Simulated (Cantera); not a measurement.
A perfectly stirred reactor is fed with CH₄ : CO₂ = 1 : 4.2 (molar parts), at 0.100 bar; it is held at 1623 K, and followed from long to short residence time.

Cantera simulation using GRI-Mech 3.0 (53 species, 325 reactions); the numbers are that mechanism's predictions, not measurements.

x: mole fraction; the columns are a selection and need not sum to one.

```json
[
 {"τ (s)": "6.7", "x CH₄": "0.0127", "x CO₂": "0.339", "x C₂H₂": "0.0176", "x C₂H₄": "…", "x H₂": "0.0709", "x O": "6.45e-10"},
 {"τ (s)": "2.9", "x CH₄": "0.0196", "x CO₂": "0.392", "x C₂H₂": "0.0301", "x C₂H₄": "…", "x H₂": "0.0580", "x O": "4.41e-10"},
 {"τ (s)": "1.2", "x CH₄": "0.0323", "x CO₂": "0.466", "x C₂H₂": "0.0421", "x C₂H₄": "…", "x H₂": "0.0476", "x O": "3.11e-10"},
 {"τ (s)": "0.52", "x CH₄": "0.0539", "x CO₂": "0.549", "x C₂H₂": "0.0454", "x C₂H₄": "…", "x H₂": "0.0450", "x O": "2.41e-10"},
 {"τ (s)": "0.22", "x CH₄": "0.0870", "x CO₂": "0.641", "x C₂H₂": "0.0376", "x C₂H₄": "…", "x H₂": "0.0478", "x O": "1.90e-10"},
 {"τ (s)": "0.093", "x CH₄": "0.123", "x CO₂": "0.719", "x C₂H₂": "0.0240", "x C₂H₄": "…", "x H₂": "0.0452", "x O": "1.43e-10"},
 {"τ (s)": "0.040", "x CH₄": "0.153", "x CO₂": "0.768", "x C₂H₂": "0.0119", "x C₂H₄": "…", "x H₂": "0.0326", "x O": "1.01e-10"},
 {"τ (s)": "0.017", "x CH₄": "0.174", "x CO₂": "0.794", "x C₂H₂": "0.00387", "x C₂H₄": "…", "x H₂": "0.0165", "x O": "5.64e-11"},
 {"τ (s)": "0.0072", "x CH₄": "0.186", "x CO₂": "0.804", "x C₂H₂": "0.000610", "x C₂H₄": "…", "x H₂": "0.00515", "x O": "2.01e-11"},
 {"τ (s)": "0.0031", "x CH₄": "0.191", "x CO₂": "0.807", "x C₂H₂": "4.39e-5", "x C₂H₄": "…", "x H₂": "0.00107", "x O": "6.13e-12"},
 {"τ (s)": "0.0013", "x CH₄": "0.192", "x CO₂": "0.808", "x C₂H₂": "1.75e-6", "x C₂H₄": "…", "x H₂": "0.000220", "x O": "3.25e-12"}
]
```

Task: What belongs in the gaps?

Result: 
- 6.7, x C₂H₄: 7.80e-5
- 2.9, x C₂H₄: 0.000186
- 1.2, x C₂H₄: 0.000458
- 0.52, x C₂H₄: 0.000992
- 0.22, x C₂H₄: 0.00185
- 0.093, x C₂H₄: 0.00290
- 0.040, x C₂H₄: 0.00368
- 0.017, x C₂H₄: 0.00331
- 0.0072, x C₂H₄: 0.00154
- 0.0031, x C₂H₄: 0.000327
- 0.0013, x C₂H₄: 3.76e-5
